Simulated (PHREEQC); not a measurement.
0.05 mol of Zn5(OH)8Cl2 (Zn5(OH)8Cl2) is brought to equilibrium with 1 kg of water holding 3 mmol/kgw NaCl, at 25 °C, the pH being set by adding NaOH or HCl. O2 is buffered at 0.21 atm. No CO2 enters from the air. Solids allowed: Zn5(OH)8Cl2, Zn(OH)2-e. Others were left out.

Base run: PHREEQC, ion-association model, wateq4f.dat. Each further column changes one thing. The table gives Zn+2 (mol/kgw).

```csv
pH,base,all activity coefficients set to 1,Davies equation for every ion
3,0.186,0.112,0.174
3.8,0.186,0.113,0.174
4.2,0.186,0.113,0.174
5,0.186,0.113,0.174
5.8,0.186,___,0.157
6.2,0.0478,0.0206,___
7,0.00328,0.00223,0.00336
7.8,0.000138,7.95e-5,___
8.2,2.78e-5,1.26e-5,2.95e-5
9,8.02e-7,___,8.62e-7
9.8,2.01e-8,8.00e-9,2.17e-8
10.2,3.19e-9,1.27e-9,3.43e-9
11,8.05e-11,3.18e-11,8.65e-11
```

Problem. Complete the blanks.

Solution. 
- 5.8, all activity coefficients set to 1: 0.0580
- 6.2, Davies equation for every ion: 0.0502
- 7.8, Davies equation for every ion: 0.000143
- 9, all activity coefficients set to 1: 3.18e-7
